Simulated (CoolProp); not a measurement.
Properties of propylene along the isobar 3.08 MPa.

Model: reference Helmholtz-energy equation of state, Lemmon 2013, in CoolProp.

| T (°C) | phase | density (kg/m³) | Joule-Thomson coefficient (K/MPa) | isothermal compressibility (1/MPa) | expansivity (1/kK) | Prandtl number |
|---|---|---|---|---|---|---|
| 75.05 | gas | 71.08 | 16.76 | 0.6528 | 13.72 | 1.23 |
| 100.25 | gas | 56.20 | ___ | 0.4668 | ___ | 0.948 |
| 125.45 | gas | ___ | 8.887 | 0.4137 | 4.973 | 0.868 |
| 150.65 | gas | 43.41 | 7.134 | 0.3872 | 4.010 | 0.827 |
| 175.85 | gas | ___ | 5.896 | 0.3712 | 3.414 | 0.801 |
| 201.05 | gas | 36.50 | 4.975 | 0.3605 | 3.001 | 0.783 |
| 226.25 | gas | 33.97 | 4.264 | 0.3528 | 2.695 | ___ |
| 251.45 | gas | ___ | 3.699 | 0.3471 | 2.456 | 0.759 |
| 276.65 | gas | 30.01 | 3.240 | 0.3427 | 2.263 | 0.750 |
| 301.85 | gas | 28.40 | 2.860 | 0.3392 | 2.103 | 0.742 |

### Question
Fill in the missing entries.

### Answer

- 100.25, Joule-Thomson coefficient (K/MPa): 11.60
- 100.25, expansivity (1/kK): 6.886
- 125.45, density (kg/m³): 48.56
- 175.85, density (kg/m³): 39.56
- 226.25, Prandtl number: 0.770
- 251.45, density (kg/m³): 31.84

Viscosity comes from a separate model (Huber 2003), an estimate that may be off by 10 % or more. Thermal conductivity comes from a separate model (Huber 2003), an estimate that may be off by 10 % or more.
